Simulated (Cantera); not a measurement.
Input (Python, Cantera) and output of one run.

```python
import numpy as np
import cantera as ct

gas_names = """
    C CN C2 CCN CNC C2N2 C3 C4 C4N2 C5 N N2 Si SiC SiC2 SiN Si2 Si2C Si2N Si3
""".split()
cond_names = """
    C(gr) Si(cr) Si(L) SiC(b) Si3N4(a)
""".split()


# ... load() reads the species with a 1 bar reference pressure and builds the phases ...
atoms = {
    'SiC': {'Si': 1, 'C': 1},
    'Si': {'Si': 1},
    'N2': {'N': 2},
}
top_T = {'C(gr)': 4500, 'SiC(b)': 3050, 'Si3N4(a)': 2400}  # K; cautious upper limits of use, not melting points


# ... equilibrate(T, P, feed) seeds the gas with the atoms and calls Mixture.equilibrate('TP', solver="vcs", rtol=1e-11, max_steps=5000) ...
results = []
feed = {'SiC': 1, 'Si': 0.15, 'N2': 0.089}  # mol
T = 2500  # K
P = 101325  # Pa
mix = equilibrate(T, P, feed)
results.append((T, P, feed, dict(zip(mix.species_names, mix.species_moles))))
x = sorted(zip(gas.X, gas.species_names), reverse=True)
print(f"T = {T:g} K  P = {P:g} Pa  gas = {mix.phase_moles(0):.4g} mol")
print("   x: " + "  ".join(f"{s} {v:.3e}" for v, s in x if v > 1e-05))
print("   condensed (mol): " + ("  ".join(f"{mix.phase(i).name} {mix.phase_moles(i):.4g}"
      for i in range(1, mix.n_phases) if mix.phase_moles(i) > 1e-12) or "none"))
```

Output:

```
T = 2500 K  P = 101325 Pa  gas = 0.08954 mol
   x: N2 9.935e-01  Si 4.685e-03  Si2C 6.702e-04  SiN 4.735e-04  Si2N 4.198e-04  Si2 1.251e-04  SiC2 6.975e-05  CN 2.445e-05  Si3 2.161e-05
   condensed (mol): Si(L) 0.1494  SiC(b) 0.9999
```

These are equilibrium values from Cantera (NASA tables, ideal gas, pure condensed phases), not measurements of a reactor. Mutual solubility and eutectic melting of coexisting phases are not modelled. The tables' values for SiN are old estimates; treat these amounts as uncertain.
